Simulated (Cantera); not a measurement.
# Adiabatic ignition

An adiabatic, constant-pressure homogeneous reactor starts with 3.77 % CH4, 0.604 % CO, 18.7 % O2, 70.2 % N2, 6.79 % H2O, at 1750 K and 18.0 bar.

Cantera simulation using GRI-Mech 3.0 (53 species, 325 reactions); the numbers are that mechanism's predictions, not measurements. The pressure lies above the range GRI-Mech 3.0 was tuned for (to about 10 atm).

| t (s) | T (K) | x CH4 | x CO | x O2 | x CO2 | x C2H2 | x CH2O |
|---|---|---|---|---|---|---|---|
| 5.00e-6 | 1752 | 0.0366 | 0.00608 | 0.186 | 2.56e-5 | 7.88e-8 | 0.000311 |
| 1.35e-5 | 2259 | 1.09e-6 | 0.0292 | 0.118 | 0.0138 | 3.99e-8 | 7.92e-7 |
| 3.64e-5 | 2510 | <1e-12 | 0.00120 | 0.107 | 0.0425 | <1e-12 | 5.48e-12 |
| 9.81e-5 | 2509 | <1e-12 | 0.00120 | 0.107 | 0.0425 | <1e-12 | 5.42e-12 |
| 0.000265 | 2508 | <1e-12 | 0.00119 | 0.106 | 0.0426 | <1e-12 | 5.36e-12 |
| 0.000714 | 2504 | <1e-12 | 0.00117 | 0.105 | 0.0426 | <1e-12 | 5.21e-12 |
| 0.00193 | 2496 | <1e-12 | 0.00114 | 0.103 | 0.0426 | <1e-12 | 4.93e-12 |
| 0.00519 | 2487 | <1e-12 | 0.00109 | 0.101 | 0.0427 | <1e-12 | 4.58e-12 |
| 0.0140 | 2483 | <1e-12 | 0.00108 | 0.0997 | 0.0427 | <1e-12 | 4.45e-12 |
| 0.0378 | 2483 | <1e-12 | 0.00108 | 0.0997 | 0.0427 | <1e-12 | 4.45e-12 |
| 0.102 | 2483 | <1e-12 | 0.00108 | 0.0997 | 0.0427 | <1e-12 | 4.45e-12 |
| 0.275 | 2483 | <1e-12 | 0.00108 | 0.0997 | 0.0427 | <1e-12 | 4.45e-12 |
| 0.741 | 2483 | <1e-12 | 0.00108 | 0.0997 | 0.0427 | <1e-12 | 4.45e-12 |
| 2.00 | 2483 | <1e-12 | 0.00108 | 0.0997 | 0.0427 | <1e-12 | 4.45e-12 |
x: mole fraction; the columns are a selection and need not sum to one.

```yaml
time_of_steepest_temperature_rise: 12.9 µs
temperature at 2.00 s: 2483 K
equilibrium_temperature: 2483 K
x(CH4) at 2.00 s: <1e-12 (gas-phase equilibrium <1e-12)
x(CO) at 2.00 s: 0.00108 (gas-phase equilibrium 0.00108)
x(O2) at 2.00 s: 0.0997 (gas-phase equilibrium 0.0997)
```
